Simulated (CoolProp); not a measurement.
Vapour-liquid equilibrium of CH2F2 (R32) (1) + R123 (2) at 0.00707 MPa; x and y are mole fractions of (1).

Computed with CoolProp (multi-fluid Helmholtz-energy mixture model, Tillner-Roth 1997 and Younglove 1994; pair parameters Bell 2016).

**Question.** Give the bubble temperature and the first vapour's composition at x = 0.125, 0.275, 0.5. Is there an azeotrope?

**Answer.** x = 0.125: -74.8 °C, y = 0.973; x = 0.275: -84.6 °C, y = 0.992; x = 0.5: -88.9 °C, y = 0.996. No azeotrope shows between x = 0.05 and 0.95.

Pair parameters are fitted to limited data, so mixtures are less certain than the pure fluids. With so large a gap from Raoult's law the liquid may split in two, which this calculation doesn't test in full.
